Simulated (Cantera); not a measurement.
Feed: 1 mol Si2H6, 0.34 mol O3, 70 mol H2, equilibrated at 2.78 Torr.

Method: chemical equilibrium by Gibbs-energy minimisation in Cantera with the NASA 1993 tables (ideal gas, pure condensed phases). Candidate condensed phases: H2O, Si, SiO2; 18 gas species. The feed counts by its element totals alone. Mutual solubility and eutectic melting of coexisting phases are not modelled. The tables hold silica as quartz up to 1696 K and as liquid above; real silica turns to tridymite and cristobalite and melts near 1996 K. Gases not in the tables: Si2H6 and higher silanes. Rates play no part.

x: gas mole fraction; n: condensed amount in mol.

```tsv
T (K)	x H2	x H	x SiO	x Si	x SiH	x Si2	n Si(s)	n SiO2(β-quartz)	n Si(l)
1198	1.000	3.13e-6	0.000137	3.48e-10	3.22e-10	<1e-12	1.49	0.505	0
1273	0.999	1.17e-5	0.00105	4.88e-9	2.86e-9	<1e-12	1.45	0.472	0
1348	0.994	3.79e-5	0.00637	5.08e-8	1.99e-8	1.94e-11	1.26	0.276	0
1423	0.986	0.000108	0.0138	4.13e-7	1.12e-7	2.95e-10	0.980	0	0
1498	0.986	[?]	0.0138	[?]	[?]	[?]	0.980	0	0
1573	0.986	0.000664	0.0138	1.49e-5	2.16e-6	3.12e-8	0.978	0	0
1648	0.985	0.00145	0.0138	6.96e-5	7.73e-6	2.32e-7	0.974	0	0
1723	0.983	0.00297	0.0138	0.000266	2.31e-5	1.26e-6	0	0	0.957
1798	0.980	0.00573	0.0137	0.000834	5.76e-5	5.01e-6	0	0	0.911
1873	0.973	0.0105	0.0137	0.00238	0.000133	1.78e-5	0	0	0.785
1948	0.962	[?]	0.0136	[?]	[?]	[?]	0	0	[?]
2023	0.944	0.0303	0.0134	0.0121	0.000459	0.000104	0	0	0
```

### Question
Fill in the missing entries.

### Answer

- 1948, x H: 0.0182
- 1948, x Si: 0.00628
- 1948, x SiH: 0.000288
- 1948, x Si2: 5.72e-5
- 1948, n Si(l): 0.469
- 1498, x H: 0.000281
- 1498, x Si: 2.71e-6
- 1498, x SiH: 5.30e-7
- 1498, x Si2: 3.42e-9
